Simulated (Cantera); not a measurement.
A diamond (100) surface in a fixed gas of H2 with x(CH4) = 0.0064, x(H) = 0.00021, x(CH3) = 3.5e-05, at 1050 K; coverages are run to steady state.

Detailed kinetics in Cantera: the Harris–Goodwin 1993 mechanism for the reconstructed diamond (100) surface.

θ: site fractions in the mechanism's names (c6HH fully hydrogenated, c6H* and c6*H radical sites, c6** diradical, c6HM methylated).

```csv
P (Pa),growth (µm/h),θ c6HH,θ c6H*,θ c6*H,θ c6**,θ c6HM
590,(withheld),0.581,0.0215,0.385,0.00808,0.00233
1100,(withheld),0.580,0.0215,0.384,0.00806,0.00419
1900,(withheld),0.578,0.0214,0.383,0.00803,0.00686
3300,(withheld),0.574,0.0212,0.380,0.00798,0.0109
6000,(withheld),0.569,0.0210,0.377,0.00790,0.0171
11000,(withheld),0.563,0.0208,0.372,0.00781,0.0250
19000,(withheld),0.557,0.0206,0.368,0.00772,0.0326
34000,(withheld),0.551,0.0203,0.364,0.00763,0.0400
```

Problem. Some entries are withheld; supply them.

Solution. 
- 590, growth (µm/h): 0.00661
- 1100, growth (µm/h): 0.0185
- 1900, growth (µm/h): 0.0470
- 3300, growth (µm/h): 0.122
- 6000, growth (µm/h): 0.333
- 11000, growth (µm/h): 0.869
- 19000, growth (µm/h): 1.93
- 34000, growth (µm/h): 4.21
